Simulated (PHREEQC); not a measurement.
## Copper plating or etch bath (model solution)

Dissolve 0.00021 mol Cu(NO3)2 per kg of water at 82 °C. Closed to the air; pH follows from the charge balance.

Equilibrium calculation in PHREEQC: ion-association model, phreeqc.dat.

```yaml
pH: 5.14
ionic_strength: 0.000626 mol/kgw
specific_conductance: 137 µS/cm
```

| species | molality | activity | log γ |
|---|---|---|---|
| NO3- | 0.000420 | 0.000407 | -0.014 |
| Cu+2 | 0.000203 | 0.000179 | -0.055 |
| H+ | 7.46e-6 | 7.23e-6 | -0.013 |
| Cu2(OH)2+2 | 3.51e-6 | 3.09e-6 | -0.056 |
| CuOH+ | 2.55e-7 | 2.47e-7 | -0.014 |
| Cu(OH)2 | 7.13e-8 | 7.13e-8 | 0.000 |
| OH- | 4.02e-8 | 3.89e-8 | -0.014 |

Precipitation was switched off in this run. Complexes and solids missing from the database can't appear. At this temperature some constants are extrapolated from 25 °C, and those without enthalpy data are left unchanged.
